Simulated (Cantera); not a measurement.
Charge: 1 mol CH2F2, 0.65 mol HCl, 0.31 mol H2, at 3225 K and 72000 Pa.

Equilibrium computed with Cantera from the NASA thermochemical tables; the gas is ideal and each condensed phase is pure. Candidate condensed phases: C, C6H6, C7H8, C8H18; 118 gas species. The tables' values for CCl are old estimates; treat these amounts as uncertain. The numbers say what is thermodynamically allowed, not how fast it happens.

Base state: HF 0.596, HCl 0.107, H 0.101, Cl 0.0893, H2 0.0809, C2H2 (acetylene) 0.00923, F 0.00672, C3 0.00401 (mole fractions); condensed: C(graphite).

**Question.** What changes in the equilibrium state with this change: CH2F2 replaced by CCl4?

**Answer.** 
```
species            before    after
----------------  -------  -------
Cl                 0.0893    0.735
HCl                 0.107    0.224
H                   0.101   0.0258
HF                  0.596        0
H2                 0.0809  0.00529
F                 0.00672        0
CF                0.00120        0
C2HF              7.59e-5        0
CF2               6.98e-5        0
C(graphite), mol    0.861    0.909
```

**Question.** What changes in the equilibrium state with this change: HCl from 0.65 to 0.027 mol?

**Answer.** 
```
species             before    after
----------------  --------  -------
HF                   0.596    0.791
H                    0.101   0.0964
H2                  0.0809   0.0741
HCl                  0.107  0.00577
Cl                  0.0893  0.00504
Cl2                3.06e-5  9.75e-8
C2HCl             0.000345  1.86e-5
CCl                1.70e-5  9.62e-7
C(graphite), mol     0.861    0.900
```

**Question.** What changes in the equilibrium state with this change: pressure from 72000 Pa to 35.0 Pa?

**Answer.** 
```tsv
species	before	after
H	0.101	0.459
F	0.00672	0.258
C	0.000515	0.108
HF	0.596	0.0507
HCl	0.107	0.000269
H2	0.0809	0.000817
Cl	0.0893	0.101
C4H2	0.000439	<1e-9
C2HCl	0.000345	8.96e-9
C6H2	2.23e-5	<1e-9
C(graphite), mol	0.861	0
```
